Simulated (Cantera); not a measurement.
Charge: 1 mol H2S, 0.047 mol SO2, 8.6 mol H2, at 65.0 Pa.

Method: chemical equilibrium by Gibbs-energy minimisation in Cantera with the NASA 1993 tables (ideal gas, pure condensed phases). Candidate condensed phases: H2O, H2SO4, S; 19 gas species. Equilibrium is a limit: real reactors are often held back by kinetics, nucleation or transport.

Q: At 2323 K, list the 7 most abundant gas species with their mole fractions, and the condensed phases.

A: H2 0.590, H 0.328, S 0.0604, SH 0.00796, S2 0.00612, H2O 0.00462, SO 0.00221. Condensed: gas only.
